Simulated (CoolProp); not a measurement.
Computed with CoolProp (reference Helmholtz-energy equation of state, Lemmon 2006). It is a short technical equation, of lower accuracy than the large ones.

### Question
Give the vapour pressure (MPa), vapour density (kg/m³), surface tension (mN/m), liquid viscosity (µPa s) of saturated isopentane at 240.7, 275.7 K.

### Answer
```json
[
 {"T (K)": "240.7", "p (MPa)": "0.00678", "vapour density (kg/m³)": "0.246", "surface tension (mN/m)": "20.8", "liquid viscosity (µPa s)": "340"},
 {"T (K)": "275.7", "p (MPa)": "0.0385", "vapour density (kg/m³)": "1.24", "surface tension (mN/m)": "16.9", "liquid viscosity (µPa s)": "238"}
]
```

Viscosity comes from a separate model (Chung 1988), a generic estimate that can be far off for the liquid and wasn't checked against measurements. Surface tension comes from a separate correlation (Mulero 2012).
